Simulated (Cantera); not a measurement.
Input: 1 mol C3H8, 0.53 mol H2, 2.7 mol N2, equilibrated at 13.5 Torr.

Equilibrium computed with Cantera from the NASA thermochemical tables; the gas is ideal and each condensed phase is pure. Candidate condensed phases: C, C6H6, C7H8, C8H18; 92 gas species. The numbers say what is thermodynamically allowed, not how fast it happens.

x: gas mole fraction; n: condensed amount in mol.

| T (K) | x H2 | x N2 | x H | x HCN | x C2H2 (acetylene) | x HNC | x CH4 | n C(graphite) |
|---|---|---|---|---|---|---|---|---|
| 1623 | 0.626 | 0.373 | 0.000407 | 0.00114 | 2.18e-5 | 2.78e-5 | 1.04e-5 | 2.99 |
| 1698 | 0.625 | 0.372 | 0.000852 | 0.00175 | 4.50e-5 | 5.20e-5 | 7.76e-6 | 2.99 |
| 1773 | 0.624 | 0.372 | ? | ? | ? | ? | ? | 2.98 |
| 1848 | 0.622 | 0.371 | ? | ? | ? | ? | ? | 2.97 |
| 1923 | 0.619 | 0.370 | 0.00552 | 0.00515 | 0.000279 | 0.000253 | 3.62e-6 | 2.96 |
| 1998 | 0.615 | 0.368 | 0.00937 | 0.00696 | 0.000466 | 0.000394 | 2.90e-6 | 2.94 |
| 2073 | 0.608 | 0.366 | 0.0153 | 0.00918 | 0.000746 | 0.000593 | 2.35e-6 | 2.92 |

Task: What belongs in the gaps?

Result: 
- 1773, x H: 0.00167
- 1773, x HCN: 0.00259
- 1773, x C2H2 (acetylene): 8.73e-5
- 1773, x HNC: 9.23e-5
- 1773, x CH4: 5.90e-6
- 1848, x H: 0.00312
- 1848, x HCN: 0.00370
- 1848, x C2H2 (acetylene): 0.000160
- 1848, x HNC: 0.000156
- 1848, x CH4: 4.59e-6
